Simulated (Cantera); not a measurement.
# Thermodynamics of halide evaporation, hydrolysis and transport, feed CuF2 + H2

Feed: 1 mol CuF2, 0.37 mol H2, at 0.00975 Torr.

Cantera equilibrium calculation (NASA polynomials, part measured and part estimated; ideal gas, pure solids and liquids). Candidate condensed phases: Cu, CuF2; 15 gas species. Rates play no part.

```json
[
 {"T (K)": "648", "log p HF": "-4.89", "log p CuF": "-11.94", "log p CuF2": "-12.28", "log p F": "<-16", "n Cu(s)": "0.370", "n CuF2(s)": "0.630"},
 {"T (K)": "748", "log p HF": "-4.89", "log p CuF": "-9.24", "log p CuF2": "-9.45", "log p F": "<-16", "n Cu(s)": "0.370", "n CuF2(s)": "0.630"},
 {"T (K)": "848", "log p HF": "-4.89", "log p CuF": "-7.19", "log p CuF2": "-7.31", "log p F": "-14.39", "n Cu(s)": "0.368", "n CuF2(s)": "0.625"},
 {"T (K)": "948", "log p HF": "-5.09", "log p CuF": "-5.59", "log p CuF2": "-5.65", "log p F": "-12.15", "n Cu(s)": "0.253", "n CuF2(s)": "0.309"},
 {"T (K)": "1048", "log p HF": "-5.26", "log p CuF": "-5.26", "log p CuF2": "-5.71", "log p F": "-10.77", "n Cu(s)": "0", "n CuF2(s)": "0"},
 {"T (K)": "1148", "log p HF": "-5.26", "log p CuF": "-5.26", "log p CuF2": "-5.71", "log p F": "-9.31", "n Cu(s)": "0", "n CuF2(s)": "0"},
 {"T (K)": "1248", "log p HF": "-5.26", "log p CuF": "-5.26", "log p CuF2": "-5.71", "log p F": "-8.09", "n Cu(s)": "0", "n CuF2(s)": "0"},
 {"T (K)": "1348", "log p HF": "-5.26", "log p CuF": "-5.25", "log p CuF2": "-5.73", "log p F": "-7.06", "n Cu(s)": "0", "n CuF2(s)": "0"},
 {"T (K)": "1448", "log p HF": "-5.27", "log p CuF": "-5.24", "log p CuF2": "-5.86", "log p F": "-6.31", "n Cu(s)": "0", "n CuF2(s)": "0"},
 {"T (K)": "1548", "log p HF": "-5.30", "log p CuF": "-5.21", "log p CuF2": "-6.24", "log p F": "-5.92", "n Cu(s)": "0", "n CuF2(s)": "0"}
]
```
log p: log10 of the partial pressure in bar; n: condensed amount in mol.

From 648 K to 948 K the condensed part is Cu(s) + CuF2(s). From 1048 K to 1548 K nothing is condensed. The main Cu-bearing gas is CuF throughout.
